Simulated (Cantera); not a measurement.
Cantera run:

```python
import numpy as np
import cantera as ct

gas_names = """
    B BCL BCL2 BCL3 BH BH2 BH3 BN B2 CL CL2 H HCL H2 N NH NH2 NH3 N2 N2H2 N2H4
""".split()
cond_names = """
    B(b) B(L) BN(s) NH4CL(a) NH4CL(b)
""".split()


# ... load() reads the species with a 1 bar reference pressure and builds the phases ...
atoms = {
    'BN': {'B': 1, 'N': 1},
    'Cl2': {'CL': 2},
    'H2': {'H': 2},
}
top_T = {'BN(s)': 3200}  # K; cautious upper limits of use, not melting points


# ... equilibrate(T, P, feed) seeds the gas with the atoms and calls Mixture.equilibrate('TP', solver="vcs", rtol=1e-11, max_steps=5000) ...
results = []
feed = {'BN': 1, 'Cl2': 6.2, 'H2': 26}  # mol
T = 723.15  # K
P = 1333.22  # Pa
mix = equilibrate(T, P, feed)
results.append((T, P, feed, dict(zip(mix.species_names, mix.species_moles))))
print(gas.report(threshold=0.001))
for i in range(1, mix.n_phases):
    print(f"{mix.phase(i).name:16s} {mix.phase_moles(i):12.5e} mol")
```

Result:

```
       temperature   723.15 K
          pressure   1333.2 Pa
           density   0.003388 kg/m^3
  mean mol. weight   15.279 kg/kmol
   phase of matter   gas

                          1 kg             1 kmol
                     ---------------   ---------------
          enthalpy        -1.511e+06       -2.3087e+07  J
   internal energy       -1.9045e+06         -2.91e+07  J
           entropy             14380        2.1971e+05  J/K
    Gibbs function        -1.191e+07       -1.8197e+08  J
 heat capacity c_p            1941.3             29662  J/K
 heat capacity c_v            1397.1             21347  J/K

                      mass frac. Y      mole frac. X     chem. pot. / RT
                     ---------------   ---------------   ---------------
               HCL           0.91886           0.38509           -44.153
                H2          0.081132           0.61491           -21.568
     [  +19 minor]        5.8296e-06        1.0306e-06

B(b)              0.00000e+00 mol
BN(s)             9.99978e-01 mol
NH4CL(b)          0.00000e+00 mol
```

These are equilibrium values from Cantera (NASA tables, ideal gas, pure condensed phases), not measurements of a reactor.
